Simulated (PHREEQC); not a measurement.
## Acid mine or pickling water: speciation

Model water analysis in mg/L, 85 °C, pH 2.37, pe 11.5:

| constituent | mg/L |
|---|---|
| Na | 41.4 |
| K | 51.8 |
| Ca | 124 |
| Mg | 29.3 |
| Cl | 117 |
| S(6) as SO4 | 798 |
| B | 0.34 |
| F | 0.0888 |
| Al | 0.811 |
| Zn | 4.21 |

Valence states are taken as typed.

All values are PHREEQC results (ion-association model, phreeqc.dat), not measurements.

Each row changes one thing in this solution. Precipitation was switched off in this run.

```json
[
 {"case": "as made", "ionic strength (mol/kgw)": "0.0203", "HSO4- (mol/kgw)": "0.00390", "SO4-2 (mol/kgw)": "0.00313", "Ca+2 (mol/kgw)": "0.00245", "Mg+2 (mol/kgw)": "0.000672", "CaSO4 (mol/kgw)": "0.000586", "SI of Gypsum (CaSO4:2H2O)": "-0.88", "SI of Gibbsite (Al(OH)3)": "-3.98"},
 {"case": "Mg from 29.3 to 87.9 mg/L", "ionic strength (mol/kgw)": "0.0225", "HSO4- (mol/kgw)": "(withheld)", "SO4-2 (mol/kgw)": "0.00279", "Ca+2 (mol/kgw)": "0.00253", "Mg+2 (mol/kgw)": "(withheld)", "CaSO4 (mol/kgw)": "0.000512", "SI of Gypsum (CaSO4:2H2O)": "-0.93", "SI of Gibbsite (Al(OH)3)": "(withheld)"},
 {"case": "temperature from 85 to 70 °C at the same typed pH", "ionic strength (mol/kgw)": "0.0212", "HSO4- (mol/kgw)": "0.00315", "SO4-2 (mol/kgw)": "0.00384", "Ca+2 (mol/kgw)": "(withheld)", "Mg+2 (mol/kgw)": "0.000689", "CaSO4 (mol/kgw)": "0.000658", "SI of Gypsum (CaSO4:2H2O)": "-0.86", "SI of Gibbsite (Al(OH)3)": "(withheld)"}
]
```

Question: Some entries are withheld; supply them.

Answer: 
- Mg from 29.3 to 87.9 mg/L, HSO4- (mol/kgw): 0.00341
- Mg from 29.3 to 87.9 mg/L, Mg+2 (mol/kgw): 0.00216
- Mg from 29.3 to 87.9 mg/L, SI of Gibbsite (Al(OH)3): -3.94
- temperature from 85 to 70 °C at the same typed pH, Ca+2 (mol/kgw): 0.00239
- temperature from 85 to 70 °C at the same typed pH, SI of Gibbsite (Al(OH)3): -4.61

Constants without temperature data keep their 25 °C values here. Real BF4- forms and hydrolyses slowly; the run takes it at equilibrium. Fluoro complexes past AlF4- and FeF3 are missing from the database.
